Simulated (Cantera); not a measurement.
An adiabatic, constant-volume homogeneous reactor starts with 3.25 % CH₄, 0.358 % H₂, 9.27 % O₂, 87.1 % N₂, at 1275 K and 100000 Pa.

Cantera simulation using GRI-Mech 3.0 (53 species, 325 reactions); the numbers are that mechanism's predictions, not measurements.

Q: Predict: time of steepest temperature rise; temperature at 0.500 s; equilibrium temperature; x(H₂) at 0.500 s; x(O₂) at 0.500 s; x(NO₂) at 0.500 s; x(O) at 0.500 s.

A: 
```json
{
 "time_of_steepest_temperature_rise": "13.2 ms",
 "temperature at 0.500 s": "2178 K",
 "equilibrium_temperature": "2176 K",
 "x(H₂) at 0.500 s": "0.000332 (gas-phase equilibrium 0.000331)",
 "x(O₂) at 0.500 s": "0.0239 (gas-phase equilibrium 0.0237)",
 "x(NO₂) at 0.500 s": "2.18e-6 (gas-phase equilibrium 2.44e-6)",
 "x(O) at 0.500 s": "0.000279 (gas-phase equilibrium 0.000276)"
}
```
